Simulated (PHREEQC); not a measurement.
Solution (25 °C): 0.001 mol FeCl2, 0.00037 mol NH3 and 0.00015 mol Al2(SO4)3 per kg of water. Closed to the air; pH follows from the charge balance.

Equilibrium calculation in PHREEQC: ion-association model, phreeqc.dat.

### Question
The ionic strength comes out as 0.00434 mol/kgw. What activity coefficients do Al(OH)2+, Fe+2, Al(OH)4-, AlSO4+, AlOH+2 get?

### Answer
Al(OH)2+ 0.93, Fe+2 0.76, Al(OH)4- 0.93, AlSO4+ 0.93, AlOH+2 0.76.

Precipitation was switched off in this run. Examples of supersaturated solids here: Al(OH)3(a), Gibbsite (slow to form). Others may be too.
